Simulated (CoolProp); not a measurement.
Computed with CoolProp (reference Helmholtz-energy equation of state, Lemmon 2006). It is a short technical equation, of lower accuracy than the large ones.

Problem. Give the vapour pressure (bar), liquid density (kg/m³), enthalpy of vaporisation (kJ/kg) of saturated neopentane at 296.9 K.

Solution. 
```tsv
T (K)	p (bar)	liquid density (kg/m³)	enthalpy of vaporisation (kJ/kg)
296.9	1.65	586	304
```
